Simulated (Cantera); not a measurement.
Cantera run, input and output.

```python
import numpy as np
import cantera as ct

gas = ct.Solution("h2o2.yaml")
gas.TPX = 1175, 110, {'H2': 0.0056, 'O2': 1, 'N2': 1.4}
reactor = ct.IdealGasConstPressureReactor(gas, energy="off", clone=False)
net = ct.ReactorNet([reactor])
net.rtol, net.atol = 1e-08, 1e-18
show = ['H2', 'O2', 'H', 'H2O', 'OH']
times = np.geomspace(4e-06, 40, 15)

steps = ct.SolutionArray(gas, extra=["t"])
rows = []
print(f"{'t/s':>10s}{'T/K':>9s}{'P/Pa':>11s}" + "".join(f"{s:>11s}" for s in show))
for t in times:
    while net.time < t:
        t_next = net.step()
        steps.append(gas.state, t=t_next)
    rows.append([np.interp(t, steps.t, y) for y in (steps.T, steps.P, *steps(*show).X.T)])
    print(f"{t:10.3e}{rows[-1][0]:9.1f}{rows[-1][1]:11.4g}" + "".join(f"{x:11.3e}" for x in rows[-1][2:]))
rate = np.gradient(steps.T, steps.t)
print("integrator steps:", len(steps.t))
if steps.T.max() > steps.T[0] + 200:
    print(f"time of steepest temperature rise: {steps.t[rate.argmax()]:.4e} s")
gas.TPX = 1175, 110, {'H2': 0.0056, 'O2': 1, 'N2': 1.4}
gas.equilibrate("TP")
print(f"equilibrium (TP): T = {gas.T:.1f} K  " + "  ".join(f"{s} {gas[s].X[0]:.3e}" for s in show))
```

It prints:

```
       t/s      T/K       P/Pa         H2         O2          H        H2O         OH
 4.000e-06   1175.0        110  2.328e-03  4.157e-01  1.807e-13  2.946e-20  2.872e-16
 1.265e-05   1175.0        110  2.328e-03  4.157e-01  5.695e-13  7.921e-19  2.718e-15
 4.000e-05   1175.0        110  2.328e-03  4.157e-01  1.783e-12  2.009e-17  2.624e-14
 1.265e-04   1175.0        110  2.328e-03  4.157e-01  5.463e-12  6.312e-16  2.589e-13
 4.000e-04   1175.0        110  2.328e-03  4.157e-01  1.570e-11  1.857e-14  2.402e-12
 1.265e-03   1175.0        110  2.328e-03  4.157e-01  3.780e-11  5.021e-13  1.966e-11
 4.000e-03   1175.0        110  2.328e-03  4.157e-01  6.541e-11  1.080e-11  1.209e-10
 1.265e-02   1175.0        110  2.328e-03  4.157e-01  1.086e-10  1.705e-10  5.538e-10
 4.000e-02   1175.0        110  2.328e-03  4.157e-01  3.559e-10  2.676e-09  3.084e-09
 1.265e-01   1175.0        110  2.328e-03  4.157e-01  8.733e-09  1.310e-07  8.770e-08
 4.000e-01   1175.0        110  1.124e-03  4.146e-01  8.238e-05  9.648e-04  3.959e-04
 1.265e+00   1175.0        110  5.778e-06  4.135e-01  6.588e-05  2.201e-03  1.761e-04
 4.000e+00   1175.0        110  5.598e-06  4.135e-01  6.286e-05  2.204e-03  1.735e-04
 1.265e+01   1175.0        110  5.101e-06  4.136e-01  5.447e-05  2.213e-03  1.656e-04
 4.000e+01   1175.0        110  3.890e-06  4.140e-01  3.595e-05  2.235e-03  1.447e-04
integrator steps: 672
equilibrium (TP): T = 1175.0 K  H2 8.202e-10  O2 4.150e-01  H 1.066e-10  H2O 2.330e-03  OH 2.109e-06
```

Cantera simulation using the H2/O2 subset of GRI-Mech 3.0, which has no nitrogen chemistry; the numbers are that mechanism's predictions, not measurements. Radical loss at walls, strong at low pressure, is not modelled.
